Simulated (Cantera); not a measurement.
What does this Cantera script print?

```python
import numpy as np
import cantera as ct

gas_names = [...]  # 92 gases of nasa_gas.yaml made of C, H, N
cond_names = """
    C(gr) C6H6(L) C7H8(L) C8H18(L),n-octa
""".split()


# ... load() reads the species with a 1 bar reference pressure and builds the phases ...
atoms = {
    'n-butane': {'C': 4, 'H': 10},
    'NH3': {'N': 1, 'H': 3},
    'H2': {'H': 2},
}
top_T = {'C(gr)': 4500}  # K; cautious upper limits of use, not melting points


# ... equilibrate(T, P, feed) seeds the gas with the atoms and calls Mixture.equilibrate('TP', solver="vcs", rtol=1e-11, max_steps=5000) ...
results = []
feed = {'n-butane': 1, 'NH3': 0.1, 'H2': 8.3}  # mol
P = 10000  # Pa
for T in [2598, 2648, 2698, 2748, 2798, 2848, 2898, 2948]:
    mix = equilibrate(T, P, feed)
    results.append((T, P, feed, dict(zip(mix.species_names, mix.species_moles))))

top = {s: max(r[3][s] / sum(r[3][g] for g in gas_names) for r in results) for s in gas_names}
cols = sorted((s for s in top if top[s] > 1e-06), key=lambda s: -top[s])[:8]
seen = [c for c in cond_names if any(r[3].get(c, 0) > 1e-12 for r in results)]
print("log10 of partial pressures in bar; condensed amounts in mol")
print(f"{'T/K':>10s}" + "".join(f"{s[:9]:>10s}" for s in cols + seen))
for T, P, feed, n in results:
    ng = sum(n[g] for g in gas_names)
    print(f"{T:10.4g}" + "".join(f"{np.log10(max(n[s] / ng * P / 1e5, 1e-99)):10.3f}" for s in cols)
          + "".join(f"{n.get(c, 0):10.4g}" for c in seen))
```

It prints:

```
log10 of partial pressures in bar; condensed amounts in mol
       T/K        H2         H C2H2,acet       HCN       C2H        C3        N2      C4H2     C(gr)
      2598    -1.061    -1.950    -2.855    -3.477    -4.801    -5.667    -3.797    -5.031     3.534
      2648    -1.074    -1.870    -2.785    -3.456    -4.596    -5.361    -3.841    -4.877     3.448
      2698    -1.089    -1.794    -2.720    -3.439    -4.400    -5.067    -3.887    -4.732      3.35
      2748    -1.107    -1.722    -2.661    -3.427    -4.213    -4.784    -3.936    -4.596     3.238
      2798    -1.127    -1.654    -2.607    -3.418    -4.034    -4.511    -3.987    -4.467     3.112
      2848    -1.150    -1.590    -2.559    -3.414    -3.863    -4.249    -4.040    -4.347     2.966
      2898    -1.177    -1.531    -2.516    -3.414    -3.701    -3.995    -4.094    -4.236     2.798
      2948    -1.207    -1.476    -2.480    -3.417    -3.546    -3.751    -4.150    -4.133     2.597
```

These are equilibrium values from Cantera (NASA tables, ideal gas, pure condensed phases), not measurements of a reactor.
